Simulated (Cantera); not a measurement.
## Reactions in the system C-H-O-Ti

Cantera with NASA thermochemical tables; ideal gases at 1 bar, condensed phases pure. Values are per mole of reaction as written; species without (g) are pure solids or liquids, kept so even where they would boil at 1 bar.

2 CH₃OH(g) + C₂H₄(g) + 6 Ti₂O₃ → 2 C₂H₆(g) + 4 Ti₃O₅

| T (K) | ΔH° (kJ) | ΔS° (J/K) | ΔG° (kJ) | log10 K | condensed phases |
|---|---|---|---|---|---|
| 300 | -530.2 | -188.2 | -473.7 | 82.48 | Ti₂O₃(s), Ti₃O₅(s) |
| 1875 | -533.9 | -157.3 | -238.9 | 6.66 | Ti₂O₃(s), Ti₃O₅(s) |
| 1900 | -532.2 | -156.4 | -235.0 | 6.46 | Ti₂O₃(s), Ti₃O₅(s) |
| 1925 | -530.4 | -155.5 | -231.1 | 6.27 | Ti₂O₃(s), Ti₃O₅(s) |
| 1950 | -528.5 | -154.5 | -227.2 | 6.09 | Ti₂O₃(s), Ti₃O₅(s) |
| 1975 | -526.5 | -153.5 | -223.4 | 5.91 | Ti₂O₃(s), Ti₃O₅(s) |
| 2000 | -524.3 | -152.4 | -219.6 | 5.73 | Ti₂O₃(s), Ti₃O₅(s) |
| 2025 | -522.1 | -151.3 | -215.8 | 5.57 | Ti₂O₃(s), Ti₃O₅(s) |
| 2050 | -519.8 | -150.1 | -212.0 | 5.40 | Ti₂O₃(s), Ti₃O₅(s) |
| 2075 | 169.4 | 186.0 | -216.6 | 5.45 | Ti₂O₃(s), Ti₃O₅(l) |
| 2100 | 172.3 | 187.4 | -221.3 | 5.50 | Ti₂O₃(s), Ti₃O₅(l) |
| 2125 | -452.5 | -108.0 | -223.0 | 5.48 | Ti₂O₃(l), Ti₃O₅(l) |
